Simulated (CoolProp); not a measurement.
The fluid at 409.58 K and 0.504 MPa flows at 3.7 m/s in a round tube of 2 mm bore and 45 µm roughness, fully developed (64/Re and Nu = 3.66 if laminar; Colebrook and Gnielinski if turbulent). The same conditions are run with several fluids, on thermodynamics alone (safety and materials aside).

Values from CoolProp's reference Helmholtz-energy equation of state of each fluid (ethanol: Schroeder 2014; R13: Platzer 1990; R125: Lemmon 2005; R141b: Lemmon 2006; dry air: Lemmon 2000). The equations of Platzer and Polt are older, rougher fits. Blends and air are pseudo-pure fits.

Rank ethanol, R13, R125, R141b, dry air by Reynolds number, highest first.

R141b (10900), R125 (7670), R13 (6070), ethanol (4520), dry air (1350)

| fluid | Darcy friction factor | pressure drop (Pa/m) | heat-transfer coefficient (W/(m² K)) | mass flow (kg/h) |
|---|---|---|---|---|
| ethanol | 0.0580 | 1470 | 350 | 0.310 |
| R13 | 0.0563 | 3030 | 328 | 0.657 |
| R125 | 0.0553 | 3450 | 486 | 0.762 |
| R141b | 0.0541 | 3440 | 560 | 0.778 |
| dry air | 0.0475 | 696 | 62.6 | 0.179 |

Transport values come from each fluid's own correlations; those of R13, R141b are estimates that may be off by 10 % or more.
